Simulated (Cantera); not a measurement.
Input: 1 mol CH3SiH3, 0.11 mol C2H4, 53 mol H2, held at 2100 K and 8.90 mbar.

Method: chemical equilibrium by Gibbs-energy minimisation in Cantera with the NASA 1993 tables (ideal gas, pure condensed phases). Candidate condensed phases: C, C6H6, C7H8, C8H18, Si, SiC; 87 gas species. The feed counts by its element totals alone. Gases not in the tables: Si2H6 and higher silanes. Equilibrium is a limit: real reactors are often held back by kinetics, nucleation or transport.

Base state: H2 0.965, H 0.0324, C2H2 (acetylene) 0.00139, Si 0.00117, SiC2 7.53e-5, SiH 5.88e-5, Si2C 4.78e-5, SiH2 1.37e-5 (mole fractions); condensed: C(graphite) + SiC(s).

Task: What changes in the equilibrium state with this change: temperature from 2100 K to 1025 K?

Result: 
| species | before | after |
|---|---|---|
| H2 | 0.965 | 0.999 |
| CH4 | 2.73e-6 | 0.000653 |
| H | 0.0324 | 4.62e-8 |
| C2H2 (acetylene) | 0.00139 | 2.21e-9 |
| Si | 0.00117 | <1e-9 |
| SiC2 | 7.53e-5 | <1e-9 |
| SiH | 5.88e-5 | <1e-9 |
| Si2C | 4.78e-5 | <1e-9 |
| SiH2 | 1.37e-5 | <1e-9 |
| C(graphite), mol | 0.129 | 0.183 |
| SiC(s), mol | 0.919 | 1.00 |
